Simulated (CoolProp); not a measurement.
Vapour-liquid equilibrium of sulfur hexafluoride (1) + CH2F2 (R32) (2) at -11.85 °C; x and y are mole fractions of (1).

The numbers come from the multi-fluid Helmholtz-energy mixture model, Guder 2009 and Tillner-Roth 1997; pair parameters Bell 2016 in CoolProp.

```
x     bubble pressure, mixture model (MPa)  bubble pressure, Raoult's law (MPa)  y, mixture model  y, Raoult's law
----  ------------------------------------  -----------------------------------  ----------------  ---------------
0.05                                0.7718                               0.5633             0.293            0.079
0.15                                 1.018                               0.5976             0.478            0.223
0.25                                 1.118                               0.6319             0.538            0.352
0.35                                 1.157                               0.6662             0.565            0.467
0.45                                 1.175                               0.7005             0.583            0.571
0.55                                 1.185                               0.7347             0.601            0.666
0.65                                 1.187                               0.7690             0.626            0.751
0.75                                 1.171                               0.8033             0.666            0.830
0.85                                 1.120                               0.8376             0.735            0.902
0.95                                0.9962                               0.8719             0.873            0.969
```

The largest gap from Raoult's law is +76.9 % in bubble pressure, at x = 0.25. y crosses x between x = 0.55 and 0.65: the model has an azeotrope there.

Pair parameters are fitted to limited data, so mixtures are less certain than the pure fluids. With so large a gap from Raoult's law the liquid may split in two, which this calculation doesn't test in full.
